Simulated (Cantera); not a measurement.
A closed system holds: 1 mol FeS2, 0.3 mol H2S, a varied amount of H2O, held at 1648.15 K and 10.0 mbar.

Equilibrium computed with Cantera from the NASA thermochemical tables; the gas is ideal and each condensed phase is pure. Candidate condensed phases: Fe, FeO, Fe(OH)2, Fe(OH)3, FeS, FeSO4, FeS2, Fe2O3, Fe2(SO4)3, Fe3O4, H2O, H2SO4, S; 22 gas species. The tables' stoichiometric FeO is somewhat more stable than real wüstite, so its field is too wide. FeO: taken at fixed stoichiometry. Rates play no part.

**Question.** At 7.5 mol H2O, list the 7 most abundant gas species with their mole fractions, and the condensed phases.

**Answer.** H2O 0.557, H2 0.270, S2 0.0758, SO2 0.0684, H2S 0.0141, SO 0.00893, SH 0.00396. Condensed: FeO(s).
